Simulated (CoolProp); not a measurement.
The fluid at 293.15 K and 0.0051 MPa flows at 0.55 m/s in a round tube of 10 mm bore and 1.5 µm roughness, fully developed (64/Re and Nu = 3.66 if laminar; Colebrook and Gnielinski if turbulent). The same conditions are run with several fluids, on thermodynamics alone (safety and materials aside).

The numbers come from the reference Helmholtz-energy equation of state of each fluid (methanol: de Reuck 1993; methane: Setzmann 1991; R407C: Lemmon 2003; R134a: Tillner-Roth 1994; R410A: Lemmon 2003) in CoolProp. Blends and air are pseudo-pure fits.

```tsv
fluid	Reynolds number	Darcy friction factor	pressure drop (Pa/m)	heat-transfer coefficient (W/(m² K))	mass flow (kg/h)
methanol	39.1	1.64	1.67	(withheld)	0.0105
methane	(withheld)	3.82	(withheld)	(withheld)	0.00522
R407C	82.5	(withheld)	2.12	4.67	0.0281
R134a	101	0.635	2.05	4.74	0.0332
R410A	66.2	0.967	2.22	4.71	0.0236
```

### Question
Some entries are withheld; supply them.

### Answer

- methanol, heat-transfer coefficient (W/(m² K)): 5.37
- methane, Reynolds number: 16.7
- methane, pressure drop (Pa/m): 1.94
- methane, heat-transfer coefficient (W/(m² K)): 12.2
- R407C, Darcy friction factor: 0.776

Transport values come from each fluid's own correlations; those of R134a are estimates that may be off by 10 % or more.
